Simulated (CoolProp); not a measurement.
Vapour-liquid equilibrium of ethylene (1) + n-butane (2) at 138 kPa; x and y are mole fractions of (1).

Values from CoolProp's multi-fluid Helmholtz-energy mixture model, Smukala 2000 and Bücker 2006; pair parameters Bell 2016.

```csv
x,"bubble temperature, mixture model (K)","bubble temperature, Raoult's law (K)","y, mixture model","y, Raoult's law"
0.05,243.3,246.6,0.795,0.771
0.2,209.0,210.1,0.975,0.976
0.35,198.0,196.4,0.990,0.993
0.5,190.7,188.5,0.996,0.997
0.65,184.6,183.0,0.998,0.999
0.8,179.6,179.0,0.999,1.000
0.95,175.8,175.7,1.000,1.000
```

The largest gap from Raoult's law is -3.3 K in bubble temperature, at x = 0.05. No azeotrope shows between x = 0.05 and 0.95.

The pair parameters rest on a limited set of measurements; away from them the model extrapolates. The gap from Raoult's law changes sign with composition, which may be real or a fault of the pair parameters; it wasn't checked against measurements.
